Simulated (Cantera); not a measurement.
Input: 1 mol HCl, 0.025 mol O2, equilibrated at 400 °C and 11.0 bar.

Method: chemical equilibrium by Gibbs-energy minimisation in Cantera with the NASA 1993 tables (ideal gas, pure condensed phases). Candidate condensed phases: H2O; 14 gas species. Rates play no part.

Base state: HCl 0.900, Cl2 0.0500, H2O 0.0500 (mole fractions); condensed: gas only.

Q: What changes in the equilibrium state with this change: HCl replaced by S?

A: 
| species | before | after |
|---|---|---|
| SO2 | 0 | 0.983 |
| S8 | 0 | 0.0150 |
| S2 | 0 | 0.000894 |
| HCl | 0.900 | 0 |
| Cl2 | 0.0500 | 0 |
| H2O | 0.0500 | 0 |
| S2O | 0 | 0.000687 |
| S(l), mol | 0 | 0.972 |
Gases not in the tables: S3 to S7. Further candidate phases: S.
